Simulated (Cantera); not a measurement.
# Low-pressure radical oxidation in H2/O2

An isothermal, constant-pressure homogeneous reactor starts with 0.338 % H2, 18.8 % O2, 80.9 % N2, equivalence ratio 0.0090, at 1025 K and 7.50 Torr.

Computed with Cantera and the H2/O2 subset of GRI-Mech 3.0, which has no nitrogen chemistry. Radical loss at walls, strong at low pressure, is not modelled.

| t (s) | x H2 | x O2 | x HO2 | x O | x H |
|---|---|---|---|---|---|
| 0.000400 | 0.00338 | 0.188 | 3.62e-12 | <1e-12 | 2.87e-12 |
| 0.00132 | 0.00338 | 0.188 | 1.20e-11 | 6.51e-12 | 6.89e-12 |
| 0.00435 | 0.00338 | 0.188 | 3.98e-11 | 5.06e-11 | 2.04e-11 |
| 0.0143 | 0.00338 | 0.188 | 1.41e-10 | 9.70e-10 | 2.57e-10 |
| 0.0473 | 0.00338 | 0.188 | 3.18e-8 | 2.50e-6 | 6.42e-7 |
| 0.156 | 3.66e-5 | 0.186 | 4.62e-7 | 0.00192 | 0.000304 |
| 0.514 | 1.17e-5 | 0.186 | 3.21e-7 | 0.000911 | 8.41e-5 |
| 1.69 | 2.53e-6 | 0.187 | 1.63e-7 | 0.000203 | 8.67e-6 |
| 5.58 | 3.13e-7 | 0.187 | 5.11e-8 | 2.63e-5 | 4.05e-7 |
| 18.4 | 3.52e-8 | 0.187 | 1.11e-8 | 3.12e-6 | 1.67e-8 |
| 60.7 | 4.88e-9 | 0.187 | 2.15e-9 | 4.54e-7 | 9.26e-10 |
| 200 | 8.95e-10 | 0.187 | 4.65e-10 | 8.63e-8 | 7.68e-11 |
x: mole fraction; the columns are a selection and need not sum to one.

Equilibrium at this temperature and pressure: H2 1.43e-11, O2 0.187, HO2 7.33e-11, O 1.44e-9, H <1e-12 (gas phase only).
